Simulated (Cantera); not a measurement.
## Equilibrium for silicon carbide growth: SiCl4 + C2H4 + H2

Input: 1 mol SiCl4, 0.15 mol C2H4, a varied amount of H2, equilibrated at 2177 °C and 36.0 mbar.

These are equilibrium values from Cantera (NASA tables, ideal gas, pure condensed phases), not measurements of a reactor. Candidate condensed phases: C, C6H6, C7H8, C8H18, Si, SiC; 109 gas species. The tables' values for SiCl, SiCl3 are old estimates; treat these amounts as uncertain. Gases not in the tables: Si2H6 and higher silanes. Equilibrium is a limit: real reactors are often held back by kinetics, nucleation or transport.

From 1.4 mol H2 to 2 mol H2 the condensed part is C(graphite). From 3 mol H2 to 4.5 mol H2 the condensed part is C(graphite) + SiC(s). From 6.6 mol H2 to 9.8 mol H2 the condensed part is SiC(s). From 15 mol H2 to 48 mol H2 nothing is condensed. The main Si-bearing gas is SiCl2 at 1.4 mol H2 and Si at 48 mol H2.

```csv
n(H2) (mol),log p H2,log p HCl,log p SiCl2,log p H,log p Cl,log p Si,log p SiCl,log p SiC2,n C(graphite),n SiC(s)
1.4,-2.21,-1.79,-2.10,-2.80,-2.53,-3.41,-3.39,-4.06,0.265,0
2,-2.04,-1.82,-2.19,-2.72,-2.65,-3.27,-3.37,-3.92,0.240,0
3,-1.90,-1.87,-2.33,-2.65,-2.77,-3.16,-3.38,-3.81,0.187,0.0130
4.5,-1.80,-1.93,-2.54,-2.60,-2.87,-3.16,-3.49,-3.81,0.0445,0.115
6.6,-1.72,-2.01,-2.74,-2.56,-2.99,-3.12,-3.56,-3.86,0,0.123
9.8,-1.66,-2.11,-2.97,-2.53,-3.13,-3.08,-3.66,-3.90,0,0.0705
15,-1.61,-2.23,-3.26,-2.50,-3.27,-3.08,-3.80,-3.96,0,0
22,-1.58,-2.35,-3.58,-2.49,-3.41,-3.13,-3.99,-4.15,0,0
32,-1.55,-2.48,-3.93,-2.47,-3.55,-3.20,-4.20,-4.34,0,0
48,-1.53,-2.63,-4.36,-2.46,-3.71,-3.31,-4.47,-4.58,0,0
```
log p: log10 of the partial pressure in bar; n: condensed amount in mol.
